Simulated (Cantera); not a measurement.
Cantera run:

```python
import numpy as np
import cantera as ct

gas_names = """
    CL CL2 H HCL H2 Si SiCL SiCL2 SiCL3 SiCL4 SiH SiHCL3 SiH2 SiH2CL2 SiH3 SiH3CL SiH4 Si2 Si3
""".split()
cond_names = """
    Si(cr) Si(L)
""".split()


# ... load() reads the species with a 1 bar reference pressure and builds the phases ...
atoms = {
    'Si3H8': {'Si': 3, 'H': 8},
    'Cl2': {'CL': 2},
    'H2': {'H': 2},
}
top_T = {}  # K; cautious upper limits of use, not melting points


# ... equilibrate(T, P, feed) seeds the gas with the atoms and calls Mixture.equilibrate('TP', solver="vcs", rtol=1e-11, max_steps=5000) ...
results = []
T = 1125  # K
P = 15000  # Pa
for m in [0.067, 0.079, 0.092, 0.11, 0.13, 0.15, 0.18, 0.21, 0.24, 0.28, 0.33, 0.39]:
    feed = {'Si3H8': 1, 'Cl2': m, 'H2': 19}  # mol
    mix = equilibrate(T, P, feed)
    results.append((T, P, feed, dict(zip(mix.species_names, mix.species_moles))))
    x = sorted(zip(gas.X, gas.species_names), reverse=True)
    print(f"T = {T:g} K  P = {P:g} Pa  n(Cl2) = {m:g} mol  gas = {mix.phase_moles(0):.4g} mol")
    print("   x: " + "  ".join(f"{s} {v:.3e}" for v, s in x if v > 0.0001))
    print("   condensed (mol): " + ("  ".join(f"{mix.phase(i).name} {mix.phase_moles(i):.4g}"
          for i in range(1, mix.n_phases) if mix.phase_moles(i) > 1e-12) or "none"))
```

Output:

```
T = 1125 K  P = 15000 Pa  n(Cl2) = 0.067 mol  gas = 23.07 mol
   x: H2 9.944e-01  HCL 5.427e-03
   condensed (mol): Si(cr) 2.997
T = 1125 K  P = 15000 Pa  n(Cl2) = 0.079 mol  gas = 23.08 mol
   x: H2 9.935e-01  HCL 6.275e-03
   condensed (mol): Si(cr) 2.995
T = 1125 K  P = 15000 Pa  n(Cl2) = 0.092 mol  gas = 23.09 mol
   x: H2 9.925e-01  HCL 7.144e-03  SiCL2 1.089e-04  SiHCL3 1.042e-04
   condensed (mol): Si(cr) 2.993
T = 1125 K  P = 15000 Pa  n(Cl2) = 0.11 mol  gas = 23.1 mol
   x: H2 9.913e-01  HCL 8.261e-03  SiHCL3 1.613e-04  SiCL2 1.459e-04
   condensed (mol): Si(cr) 2.989
T = 1125 K  P = 15000 Pa  n(Cl2) = 0.13 mol  gas = 23.12 mol
   x: H2 9.899e-01  HCL 9.393e-03  SiHCL3 2.375e-04  SiCL2 1.888e-04  SiCL4 1.297e-04
   condensed (mol): Si(cr) 2.985
T = 1125 K  P = 15000 Pa  n(Cl2) = 0.15 mol  gas = 23.14 mol
   x: H2 9.887e-01  HCL 1.042e-02  SiHCL3 3.247e-04  SiCL2 2.327e-04  SiCL4 1.971e-04
   condensed (mol): Si(cr) 2.98
T = 1125 K  P = 15000 Pa  n(Cl2) = 0.18 mol  gas = 23.16 mol
   x: H2 9.869e-01  HCL 1.180e-02  SiHCL3 4.718e-04  SiCL4 3.246e-04  SiCL2 2.987e-04
   condensed (mol): Si(cr) 2.971
T = 1125 K  P = 15000 Pa  n(Cl2) = 0.21 mol  gas = 23.18 mol
   x: H2 9.853e-01  HCL 1.300e-02  SiHCL3 6.330e-04  SiCL4 4.809e-04  SiCL2 3.636e-04  SiCL3 1.192e-04  SiH2CL2 1.022e-04
   condensed (mol): Si(cr) 2.961
T = 1125 K  P = 15000 Pa  n(Cl2) = 0.24 mol  gas = 23.2 mol
   x: H2 9.838e-01  HCL 1.407e-02  SiHCL3 8.041e-04  SiCL4 6.623e-04  SiCL2 4.267e-04  SiCL3 1.515e-04  SiH2CL2 1.198e-04
   condensed (mol): Si(cr) 2.95
T = 1125 K  P = 15000 Pa  n(Cl2) = 0.28 mol  gas = 23.23 mol
   x: H2 9.818e-01  HCL 1.534e-02  SiHCL3 1.042e-03  SiCL4 9.374e-04  SiCL2 5.076e-04  SiCL3 1.966e-04  SiH2CL2 1.422e-04
   condensed (mol): Si(cr) 2.934
T = 1125 K  P = 15000 Pa  n(Cl2) = 0.33 mol  gas = 23.26 mol
   x: H2 9.796e-01  HCL 1.671e-02  SiHCL3 1.350e-03  SiCL4 1.326e-03  SiCL2 6.036e-04  SiCL3 2.550e-04  SiH2CL2 1.688e-04
   condensed (mol): Si(cr) 2.914
T = 1125 K  P = 15000 Pa  n(Cl2) = 0.39 mol  gas = 23.3 mol
   x: H2 9.771e-01  HCL 1.812e-02  SiCL4 1.844e-03  SiHCL3 1.727e-03  SiCL2 7.118e-04  SiCL3 3.266e-04  SiH2CL2 1.985e-04
   condensed (mol): Si(cr) 2.888
```

Method: chemical equilibrium by Gibbs-energy minimisation in Cantera with the NASA 1993 tables (ideal gas, pure condensed phases). The feed counts by its element totals alone. The tables' values for SiCl3 are old estimates; treat these amounts as uncertain.
